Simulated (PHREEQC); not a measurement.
Solution A (0.004 mol/kgw HNO3, 0.0034 mol/kgw K2SO4 and 0.00076 mol/kgw KH2PO4) is mixed with solution B (0.024 mol FeCl3, 2.6e-05 mol Na2SeO4 and 0.22 mol NaCl per kg of water) at 25 °C; shares are by mass of water, 1 kg in all. Oxygen alone is held at its pressure in air (log pO2 = -0.68). CO2 from the air is kept out. Solids allowed: Fe(OH)3(a), Strengite, Jarosite-K, Jarosite-Na, Halite, Mirabilite. Others were left out.

The series has 21 steps of share of solution B, from 0 to 1.

The numbers come from PHREEQC with the ion-association model, wateq4f.dat.

### Question
Which solids form, in which order, and at which step of the series does each first stand?

### Answer
Jarosite-K from share of solution B = 0.05 (pH 2.34), last present at share of solution B = 0.9; Strengite from share of solution B = 0.05 (pH 2.34), last present at share of solution B = 0.95.

Species that the database lacks are ignored. H3PO4, which wateq4f.dat lacks, is added to it with the constant of phreeqc.dat.
